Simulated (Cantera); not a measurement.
A closed system holds: 1 mol Pb, a varied amount of CO₂, 2.5 mol N₂, at 13.3 mbar.

Method: chemical equilibrium by Gibbs-energy minimisation in Cantera with the NASA 1993 tables (ideal gas, pure condensed phases). Candidate condensed phases: C, Pb, PbO, PbO₂, Pb₃O₄; 27 gas species. The numbers say what is thermodynamically allowed, not how fast it happens.

Q: What condenses at these points (T in °C, n(CO₂) in mol): (1200, 0.15); (1100, 0.033); (1000, 0.033); (950, 0.054)?

A: 
| T (°C) | n(CO₂) in mol | condensed phases | Pb condensed (%) |
|---|---|---|---|
| 1200 | 0.15 | gas only | 0.0 |
| 1100 | 0.033 | gas only | 0.0 |
| 1000 | 0.033 | Pb | 59.4 |
| 950 | 0.054 | Pb | 81.3 |
